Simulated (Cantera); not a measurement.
Feed: 1 mol Si2H6, 0.033 mol HCl, 23 mol H2, 0.01 mol Cl2, held at 750 Torr.

Equilibrium computed with Cantera from the NASA thermochemical tables; the gas is ideal and each condensed phase is pure. Candidate condensed phases: Si; 19 gas species. The feed counts by its element totals alone. Equilibrium is a limit: real reactors are often held back by kinetics, nucleation or transport.

Task: At 1300 K, list the 3 most abundant gas species with their mole fractions, and the condensed phases.

Result: H2 0.998, HCl 0.00200, SiCl2 1.07e-5. Condensed: Si(s).
